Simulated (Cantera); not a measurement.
What does this Cantera script print?

```python
import numpy as np
import cantera as ct

gas = ct.Solution("gri30.yaml")
gas.TPX = 1825, 20000, {'NO': 1, 'N2': 3.7}
inlet = ct.Reservoir(gas, clone=True)

reactor = ct.IdealGasConstPressureReactor(gas, energy="off", clone=False)
exhaust = ct.Reservoir(gas, clone=True)
tau = [5.4, 1.3, 0.33, 0.082, 0.02, 0.0051, 0.0013, 0.00031][0]
for a, b in ((inlet, reactor), (reactor, exhaust)):
    ct.MassFlowController(a, b, mdot=lambda t: reactor.mass / tau)
net = ct.ReactorNet([reactor])
show = ['NO', 'N2O', 'O', 'N2', 'O2']

rows = []
print(f"{'tau/s':>10s}{'T/K':>9s}" + "".join(f"{s:>11s}" for s in show))
for tau in [5.4, 1.3, 0.33, 0.082, 0.02, 0.0051, 0.0013, 0.00031]:
    net.initial_time = 0.0
    net.advance(30 * tau)
    before = gas.X
    net.advance(40 * tau)
    drift = np.max(np.abs(gas.X - before) / (gas.X + 1e-9))
    rows.append([gas.T, *gas[show].X, drift])
    print(f"{tau:10.3e}{gas.T:9.1f}" + "".join(f"{x:11.3e}" for x in gas[show].X))
```

It prints:

```
     tau/s      T/K         NO        N2O          O         N2         O2
 5.400e+00   1825.0  1.816e-01  1.317e-05  4.712e-05  8.028e-01  1.550e-02
 1.300e+00   1825.0  2.047e-01  1.697e-05  2.923e-05  7.913e-01  3.992e-03
 3.300e-01   1825.0  2.107e-01  1.784e-05  2.196e-05  7.882e-01  9.869e-04
 8.200e-02   1825.0  2.122e-01  1.707e-05  1.880e-05  7.875e-01  2.212e-04
 2.000e-02   1825.0  2.126e-01  1.377e-05  1.482e-05  7.873e-01  3.629e-05
 5.100e-03   1825.0  2.127e-01  7.812e-06  7.478e-06  7.872e-01  2.655e-06
 1.300e-03   1825.0  2.128e-01  2.882e-06  2.310e-06  7.872e-01  1.029e-07
 3.100e-04   1825.0  2.128e-01  7.771e-07  6.732e-07  7.872e-01  5.535e-09
```

Cantera simulation using GRI-Mech 3.0 (53 species, 325 reactions); the numbers are that mechanism's predictions, not measurements.
